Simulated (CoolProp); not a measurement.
R1123 along the isotherm 345.4 K: fugacity coefficient from the reference equation and from simpler models built on Tc = 331.7 K, pc = 4.549 MPa, ω = 0.243; each cubic takes its own stable root.

Computed with CoolProp (reference Helmholtz-energy equation of state, Akasaka 2020).

```csv
p (MPa),phase,reference,van der Waals,Redlich-Kwong,Soave-Redlich-Kwong,Peng-Robinson
1.42,gas,0.9066,0.9166,0.9071,0.9089,0.8987
2.84,gas,0.8162,0.8335,0.8170,0.8206,0.8028
4.26,gas,0.7271,0.7483,0.7280,0.7337,?
5.69,supercritical,0.6338,0.6501,0.6334,0.6436,0.6182
7.11,supercritical,0.5437,0.5643,0.5470,?,0.5340
8.53,supercritical,0.4786,?,0.4856,0.4976,0.4725
9.95,supercritical,0.4315,0.4639,0.4411,?,0.4275
11.4,supercritical,0.3956,?,0.4071,0.4182,0.3929
```

**Question.** Fill in the missing entries.

**Answer.** 
- 4.26, Peng-Robinson: 0.7107
- 7.11, Soave-Redlich-Kwong: 0.5591
- 8.53, van der Waals: 0.5056
- 9.95, Soave-Redlich-Kwong: 0.4527
- 11.4, van der Waals: 0.4328
